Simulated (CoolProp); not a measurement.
Dimethyl ether along the isotherm 525 K: density (kg/m³) from the reference equation and from simpler models built on Tc = 400.4 K, pc = 5.337 MPa, ω = 0.196; each cubic takes its own stable root.

Model: reference Helmholtz-energy equation of state, Wu 2011, in CoolProp.

```json
[
 {"p (MPa)": "0.267", "phase": "gas", "reference": "2.839"},
 {"p (MPa)": "0.534", "phase": "gas", "reference": "5.722"},
 {"p (MPa)": "0.8", "phase": "gas", "reference": "8.638"},
 {"p (MPa)": "1.07", "phase": "gas", "reference": "11.64"},
 {"p (MPa)": "1.33", "phase": "gas", "reference": "14.58"},
 {"p (MPa)": "1.6", "phase": "gas", "reference": "17.68"},
 {"p (MPa)": "1.87", "phase": "gas", "reference": "20.82"},
 {"p (MPa)": "2.13", "phase": "gas", "reference": "23.90"},
 {"p (MPa)": "2.4", "phase": "gas", "reference": "27.14"},
 {"p (MPa)": "2.67", "phase": "gas", "reference": "30.43"}
]
```

How far does each simpler model (ideal gas, van der Waals, Redlich-Kwong, Soave-Redlich-Kwong, Peng-Robinson) lie from the reference over these 10 states: mean and median of the absolute difference, and the worst?


- ideal gas: mean 4.1 %, median 4.1 %, worst -7.4 % at 525 K and 2.67 MPa
- van der Waals: mean 0.2 %, median 0.1 %, worst +0.5 % at 525 K and 2.67 MPa
- Redlich-Kwong: mean 0.1 %, median 0.1 %, worst +0.3 % at 525 K and 2.67 MPa
- Soave-Redlich-Kwong: mean 0.6 %, median 0.6 %, worst -1.0 % at 525 K and 2.67 MPa
- Peng-Robinson: mean 0.2 %, median 0.2 %, worst +0.4 % at 525 K and 2.67 MPa
